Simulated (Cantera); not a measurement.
# Thermodynamics of calcination and drying, feed K2SO4 + C + O2

Charge: 1 mol K2SO4, 0.059 mol C, 0.04 mol O2, held at 18.0 Torr.

These are equilibrium values from Cantera (NASA tables, ideal gas, pure condensed phases), not measurements of a reactor. Candidate condensed phases: C, K, KO2, K2CO3, K2O, K2O2, K2S, K2SO4, S; 26 gas species. Mutual solubility and eutectic melting of coexisting phases are not modelled. Gases not in the tables: S3 to S7. Rates play no part.

```
T (°C)  log p CO2  log p CO  log p COS  log p K  log p S2  log p SO2  n K2CO3(s)  n K2S(s)  n K2SO4(s)
------  ---------  --------  ---------  -------  --------  ---------  ----------  --------  ----------
700         -1.68     -2.52      -4.32    -7.24     -5.13      -6.54    0.000154   0.00749       0.992
725         -1.68     -2.49      -4.48    -6.81     -5.26      -6.39    0.000110   0.00741       0.992
750         -1.69     -2.46      -4.62    -6.39     -5.37      -6.25     8.00e-5   0.00732       0.993
775         -1.69     -2.44      -4.77    -6.00     -5.49      -6.12     5.86e-5   0.00722       0.993
800         -1.70     -2.42      -4.91    -5.63     -5.60      -5.99     4.26e-5   0.00712       0.993
825         -1.70     -2.40      -5.04    -5.28     -5.71      -5.86     2.91e-5   0.00702       0.993
850         -1.70     -2.38      -5.17    -4.95     -5.81      -5.75     1.49e-5   0.00691       0.993
875         -1.71     -2.36      -5.25    -4.65     -5.82      -5.59           0   0.00680       0.993
```
log p: log10 of the partial pressure in bar; n: condensed amount in mol.

From 700 °C to 850 °C the condensed part is K2CO3(s) + K2S(s) + K2SO4(s). At 875 °C the condensed part is K2S(s) + K2SO4(s). The main K-bearing gas is K throughout.
